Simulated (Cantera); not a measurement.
## Thermodynamics of chlorosilane synthesis and conversion, feed SiCl4 + HCl + H2 + Cl2

Charge: 1 mol SiCl4, 0.58 mol HCl, 0.98 mol H2, 0.51 mol Cl2, equilibrated at 0.320 bar.

Method: chemical equilibrium by Gibbs-energy minimisation in Cantera with the NASA 1993 tables (ideal gas, pure condensed phases). Candidate condensed phases: Si; 19 gas species. The tables' values for SiCl3 are old estimates; treat these amounts as uncertain. Kinetics and transport are ignored.

```tsv
T (K)	x HCl	x SiCl4	x H2	x SiCl3	x SiHCl3	x SiCl2	x SiH2Cl2
725	0.521	0.326	0.153	1.74e-8	2.95e-5	<1e-12	1.86e-10
775	0.521	0.326	0.153	1.15e-7	6.19e-5	5.77e-12	9.07e-10
825	0.521	0.326	0.153	6.03e-7	0.000118	9.86e-11	3.62e-9
875	0.521	0.326	0.153	2.61e-6	0.000209	1.21e-9	1.23e-8
925	0.522	0.325	0.153	9.59e-6	0.000346	1.12e-8	3.62e-8
975	0.522	0.325	0.153	3.08e-5	0.000543	8.25e-8	9.51e-8
1025	0.522	0.325	0.152	8.78e-5	0.000814	4.95e-7	2.26e-7
1075	0.523	0.324	0.152	0.000226	0.00117	2.50e-6	4.94e-7
1125	0.523	0.323	0.151	0.000534	0.00162	1.09e-5	9.99e-7
1175	0.524	0.322	0.150	0.00117	0.00218	4.12e-5	1.88e-6
1225	0.526	0.320	0.149	0.00237	0.00282	0.000139	3.33e-6
1275	0.529	0.316	0.146	0.00450	0.00354	0.000416	5.49e-6
```
x: gas mole fraction; nothing condenses.

From 725 K to 1275 K nothing is condensed. The main Si-bearing gas is SiCl4 throughout.
